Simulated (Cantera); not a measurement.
Input: 1 mol MgCO3, 1.2 mol C, 0.088 mol O2, held at 1377 °C and 500 Pa.

Cantera equilibrium calculation (NASA polynomials, part measured and part estimated; ideal gas, pure solids and liquids). Candidate condensed phases: C, Mg, MgCO3, MgO; 15 gas species. Equilibrium is a limit: real reactors are often held back by kinetics, nucleation or transport.

Base state: CO 0.989, Mg 0.0110, CO2 0.000190 (mole fractions); condensed: MgO(s).

Task: What changes in the equilibrium state with this change: MgCO3 replaced by Mg(OH)2?

Result: 
```json
[
 {"species": "CO", "before": "0.989", "after": "0.539"},
 {"species": "H2", "before": "0", "after": "0.449"},
 {"species": "Mg", "before": "0.0110", "after": "0.0112"},
 {"species": "H", "before": "0", "after": "0.000860"},
 {"species": "H2O", "before": "0", "after": "0.000273"},
 {"species": "CO2", "before": "0.000190", "after": "0.000102"},
 {"species": "MgO(s), mol", "before": "0.976", "after": "0.975"}
]
```
Further candidate phases: C6H6, C7H8, C8H18, H2O, Mg(OH)2.
